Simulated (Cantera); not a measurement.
Adiabatic ignition

An adiabatic, constant-pressure homogeneous reactor starts with CO : H2 : O2 : N2 = 1 : 0.36 : 1.1 : 4.12 (molar parts), at 1725 K and 1100000 Pa.

Computed with Cantera and GRI-Mech 3.0 (53 species, 325 reactions). The hydrogen kinetics of GRI-Mech 3.0 are dated; newer H2 mechanisms differ, most at raised pressure.

```tsv
t (s)	T (K)	x CO	x H2	x O2	x NO	x HO2	x NO2	x OH
2.00e-6	2137	0.110	0.00367	0.111	2.72e-5	8.68e-5	9.15e-8	0.0118
4.31e-6	2525	0.0645	0.00359	0.0902	0.000146	3.03e-5	3.51e-7	0.0156
9.28e-6	2772	0.0439	0.00232	0.0838	0.000550	1.94e-5	9.84e-7	0.0143
2.00e-5	2879	0.0334	0.00176	0.0798	0.00158	2.11e-5	2.10e-6	0.0130
4.31e-5	2890	0.0318	0.00169	0.0782	0.00372	2.13e-5	4.72e-6	0.0127
9.28e-5	2885	0.0316	0.00168	0.0763	0.00767	2.07e-5	9.63e-6	0.0125
0.000200	2878	0.0313	0.00167	0.0735	0.0135	1.99e-5	1.68e-5	0.0122
0.000431	2871	0.0311	0.00166	0.0708	0.0191	1.91e-5	2.34e-5	0.0119
0.000928	2868	0.0310	0.00166	0.0697	0.0213	1.88e-5	2.60e-5	0.0118
0.00200	2867	0.0310	0.00166	0.0696	0.0215	1.88e-5	2.62e-5	0.0118
0.00431	2867	0.0310	0.00166	0.0696	0.0215	1.88e-5	2.62e-5	0.0118
0.00928	2867	0.0310	0.00166	0.0696	0.0215	1.88e-5	2.62e-5	0.0118
0.0200	2867	0.0310	0.00166	0.0696	0.0215	1.88e-5	2.62e-5	0.0118
0.0431	2867	0.0310	0.00166	0.0696	0.0215	1.88e-5	2.62e-5	0.0118
0.0928	2867	0.0310	0.00166	0.0696	0.0215	1.88e-5	2.62e-5	0.0118
0.200	2867	0.0310	0.00166	0.0696	0.0215	1.88e-5	2.62e-5	0.0118
```
x: mole fraction; the columns are a selection and need not sum to one.

The time of steepest temperature rise is 1.19 µs and the temperature at 0.200 s is 2867 K. The equilibrium temperature is 2867 K. The x(CO) at 0.200 s comes out as 0.0310 (gas-phase equilibrium 0.0310) and the x(H2) at 0.200 s is 0.00166 (gas-phase equilibrium 0.00166). The x(O2) at 0.200 s is 0.0696 (gas-phase equilibrium 0.0696).
